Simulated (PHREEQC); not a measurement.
Make-up at 25 °C: 0.0011 mol/kgw HF, 0.0012 mol/kgw NaF and 0.017 mol/kgw H2SiF6. Closed to the air; pH follows from the charge balance.

Computed with PHREEQC (ion-association model, phreeqc.dat).

Each row changes one thing in this solution. Precipitation was switched off in this run.

| case | pH | ionic strength (mol/kgw) | H4SiO4 (mol/kgw) | HF2- (mol/kgw) | SI of Chalcedony (SiO2) |
|---|---|---|---|---|---|
| as made | 1.57 | 0.0491 | 0.000682 | 4.51e-6 | +0.39 |
| NaF from 0.0012 to 0.0024 mol/kgw | 1.58 | 0.0496 | 0.000522 | 5.00e-6 | +0.27 |
| HF from 0.0011 to 0.00165 mol/kgw | 1.57 | 0.0494 | ___ | 4.68e-6 | +0.34 |
| HF from 0.0011 to 0.00055 mol/kgw | 1.57 | 0.0489 | 0.000754 | ___ | +0.43 |
| NaF left out | 1.56 | 0.0486 | ___ | 4.14e-6 | +0.49 |
| NaF from 0.0012 to 0.0018 mol/kgw | 1.57 | 0.0494 | 0.000601 | 4.74e-6 | +0.34 |

Problem. Complete the blanks.

Solution. 
- HF from 0.0011 to 0.00165 mol/kgw, H4SiO4 (mol/kgw): 0.000612
- HF from 0.0011 to 0.00055 mol/kgw, HF2- (mol/kgw): 4.37e-6
- NaF left out, H4SiO4 (mol/kgw): 0.000851

Complexes and solids missing from the database can't appear. Some of these states are supersaturated (in Quartz (slow to form), Chalcedony (slow to form), for instance). SiF6-2 is the database's only silicon fluoride.
